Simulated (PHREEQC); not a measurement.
FeCl3 is added in steps, without added water, to 1 kg of water holding 0.011 mol/kgw Cu(NO3)2, at 25 °C. Oxygen alone is held at its pressure in air (log pO2 = -0.68). CO2 from the air is kept out. Solids allowed: Hematite, Cu(OH)2, Atacamite, Cu2(OH)3NO3. Others were left out.

Base run: PHREEQC, ion-association model, wateq4f.dat. Each further column changes one thing. The table gives Fe in solution (mol/kgw).

| FeCl3 added (mol) | base | all activity coefficients set to 1 | Debye-Hückel limiting law | metal-ligand complexes left out |
|---|---|---|---|---|
| 0 | 0 | 0 | 0 | 0 |
| 0.0033 | 3.67e-8 | 1.90e-8 | 5.46e-8 | (withheld) |
| 0.007425 | 4.25e-7 | 2.21e-7 | 7.03e-7 | 3.43e-7 |
| 0.01073 | 1.40e-6 | 7.55e-7 | 2.44e-6 | 1.03e-6 |
| 0.01485 | 4.20e-6 | 2.38e-6 | 7.68e-6 | 2.80e-6 |
| 0.01815 | 8.42e-6 | 4.98e-6 | 1.59e-5 | 5.22e-6 |
| 0.02227 | 1.74e-5 | 1.08e-5 | 3.42e-5 | (withheld) |
| 0.02558 | 2.85e-5 | 1.84e-5 | 5.77e-5 | 1.53e-5 |
| 0.0297 | 4.91e-5 | 3.32e-5 | 0.000103 | 2.46e-5 |
| 0.033 | 7.23e-5 | 5.07e-5 | 0.000155 | (withheld) |

Question: Fill in the missing entries.

Answer: 
- 0.0033, metal-ligand complexes left out: 3.36e-8
- 0.02227, metal-ligand complexes left out: 9.91e-6
- 0.033, metal-ligand complexes left out: 3.44e-5
